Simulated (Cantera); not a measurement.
Input (Python, Cantera) and output of one run.

```python
import numpy as np
import cantera as ct

gas_names = """
    H H2 N NH NH2 NH3 N2 N2H2 N2H4 Si SiH SiH2 SiH3 SiH4 SiN Si2 Si2N Si3
""".split()
cond_names = """
    Si(cr) Si(L) Si3N4(a)
""".split()


# ... load() reads the species with a 1 bar reference pressure and builds the phases ...
atoms = {
    'trisilylamine': {'Si': 3, 'N': 1, 'H': 9},
    'NH3': {'N': 1, 'H': 3},
}
top_T = {'Si3N4(a)': 2400}  # K; cautious upper limits of use, not melting points


# ... equilibrate(T, P, feed) seeds the gas with the atoms and calls Mixture.equilibrate('TP', solver="vcs", rtol=1e-11, max_steps=5000) ...
results = []
feed = {'trisilylamine': 1, 'NH3': 0.48}  # mol
P = 320  # Pa
for T in [1423, 1523, 1623, 1723, 1823, 1923, 2023, 2123]:
    mix = equilibrate(T, P, feed)
    results.append((T, P, feed, dict(zip(mix.species_names, mix.species_moles))))
    x = sorted(zip(gas.X, gas.species_names), reverse=True)
    print(f"T = {T:g} K  P = {P:g} Pa  gas = {mix.phase_moles(0):.4g} mol")
    print("   x: " + "  ".join(f"{s} {v:.3e}" for v, s in x if v > 1e-06))
    print("   condensed (mol): " + ("  ".join(f"{mix.phase(i).name} {mix.phase_moles(i):.4g}"
          for i in range(1, mix.n_phases) if mix.phase_moles(i) > 1e-12) or "none"))
```

Result:

```
T = 1423 K  P = 320 Pa  gas = 5.236 mol
   x: H2 9.969e-01  N2 2.992e-03  H 1.172e-04
   condensed (mol): Si(cr) 1.913  Si3N4(a) 0.3622
T = 1523 K  P = 320 Pa  gas = 5.345 mol
   x: H2 9.765e-01  N2 2.313e-02  H 4.037e-04  Si 5.634e-06  SiH2 1.958e-06
   condensed (mol): Si(cr) 2.075  Si3N4(a) 0.3082
T = 1623 K  P = 320 Pa  gas = 5.964 mol
   x: H2 8.747e-01  N2 1.241e-01  H 1.143e-03  Si 4.889e-05  SiH2 5.657e-06  SiH 5.190e-06  Si2N 1.323e-06
   condensed (mol): Si(cr) 3
T = 1723 K  P = 320 Pa  gas = 5.971 mol
   x: H2 8.727e-01  N2 1.239e-01  H 3.012e-03  Si 3.073e-04  SiH 2.336e-05  SiH2 1.482e-05  Si2N 6.037e-06  SiN 3.438e-06  Si2 1.456e-06
   condensed (mol): Si(L) 2.998
T = 1823 K  P = 320 Pa  gas = 5.99 mol
   x: H2 8.678e-01  N2 1.235e-01  H 7.135e-03  Si 1.381e-03  SiH 7.778e-05  SiH2 3.048e-05  Si2N 1.783e-05  SiN 1.137e-05  Si2 8.939e-06  Si3 2.101e-06
   condensed (mol): Si(L) 2.991
T = 1923 K  P = 320 Pa  gas = 6.04 mol
   x: H2 8.564e-01  N2 1.225e-01  H 1.541e-02  Si 5.301e-03  SiH 2.271e-04  SiH2 5.764e-05  Si2N 4.677e-05  Si2 4.528e-05  SiN 3.308e-05  Si3 1.009e-05
   condensed (mol): Si(L) 2.965
T = 2023 K  P = 320 Pa  gas = 6.168 mol
   x: H2 8.306e-01  N2 1.199e-01  H 3.060e-02  Si 1.778e-02  SiH 5.896e-04  Si2 1.947e-04  Si2N 1.104e-04  SiH2 1.004e-04  SiN 8.587e-05  Si3 4.127e-05
   condensed (mol): Si(L) 2.881
T = 2123 K  P = 320 Pa  gas = 6.498 mol
   x: H2 7.746e-01  N2 1.137e-01  H 5.582e-02  Si 5.313e-02  SiH 1.367e-03  Si2 7.272e-04  Si2N 2.356e-04  SiN 2.001e-04  SiH2 1.589e-04  Si3 1.471e-04
   condensed (mol): Si(L) 2.628
```

Cantera equilibrium calculation (NASA polynomials, part measured and part estimated; ideal gas, pure solids and liquids). The feed counts by its element totals alone. Mutual solubility and eutectic melting of coexisting phases are not modelled. The tables' values for SiN are old estimates; treat these amounts as uncertain. Gases not in the tables: Si2H6 and higher silanes.
